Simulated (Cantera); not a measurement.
# Thermodynamics of chemical vapour transport, feed Fe + H2O + H2

Input: 1 mol Fe, 0.025 mol H2O, 0.26 mol H2, held at 1330 Pa.

Equilibrium computed with Cantera from the NASA thermochemical tables; the gas is ideal and each condensed phase is pure. Candidate condensed phases: Fe, FeO, Fe(OH)2, Fe(OH)3, Fe2O3, Fe3O4, H2O; 12 gas species. Rates play no part.

```tsv
T (K)	x H2	x H2O	x H	x Fe	x OH	x Fe(OH)2	x FeO	x O	n Fe(α)	n Fe(γ)
848	0.912	0.0877	1.57e-10	<1e-12	<1e-12	1.67e-11	<1e-12	<1e-12	1.00	0
948	0.912	0.0877	4.34e-9	<1e-12	<1e-12	1.84e-10	<1e-12	<1e-12	1.00	0
1048	0.912	0.0877	6.39e-8	1.05e-11	1.94e-11	1.28e-9	<1e-12	<1e-12	1.00	0
1148	0.912	0.0877	5.93e-7	5.99e-10	3.40e-10	6.26e-9	<1e-12	<1e-12	1.00	0
1248	0.912	0.0877	3.86e-6	1.75e-8	3.79e-9	2.37e-8	1.82e-12	<1e-12	0	1.00
1348	0.912	0.0877	1.91e-5	3.06e-7	2.96e-8	7.38e-8	5.66e-11	<1e-12	0	1.00
1448	0.912	0.0877	7.62e-5	3.58e-6	1.74e-7	1.98e-7	1.09e-9	1.30e-11	0	1.000
1548	0.912	0.0877	0.000255	3.02e-5	8.18e-7	4.67e-7	1.41e-8	1.94e-10	0	1.000
1648	0.911	0.0877	0.000736	0.000196	3.18e-6	9.97e-7	1.34e-7	2.10e-9	0	1.000
```
x: gas mole fraction; n: condensed amount in mol.

From 848 K to 1148 K the condensed part is Fe(α). From 1248 K to 1648 K the condensed part is Fe(γ).
